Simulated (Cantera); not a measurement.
Charge: 1 mol FeS2, 0.094 mol SO2, 1.8 mol H2O, held at 850 °C and 75.0 Torr.

Cantera equilibrium calculation (NASA polynomials, part measured and part estimated; ideal gas, pure solids and liquids). Candidate condensed phases: Fe, FeO, Fe(OH)2, Fe(OH)3, FeS, FeSO4, FeS2, Fe2O3, Fe2(SO4)3, Fe3O4, H2O, H2SO4, S; 22 gas species. FeS: taken at fixed stoichiometry. Gases not in the tables: S3 to S7. Equilibrium is a limit: real reactors are often held back by kinetics, nucleation or transport.

Base state: H2O 0.661, S2 0.142, SO2 0.0907, H2S 0.0863, H2 0.0175, S2O 0.00217, SH 0.000109, SO 0.000108 (mole fractions); condensed: FeS(s).

What changes in the equilibrium state with this change: SO2 from 0.094 to 1.2 mol?


```
species        before     after
-----------  --------  --------
H2O             0.661     0.484
SO2            0.0907     0.360
S2              0.142     0.119
H2S            0.0863    0.0277
H2             0.0175   0.00614
SO           0.000108  0.000205
SH           0.000109   5.91e-5
FeS(s), mol      1.00      1.00
```
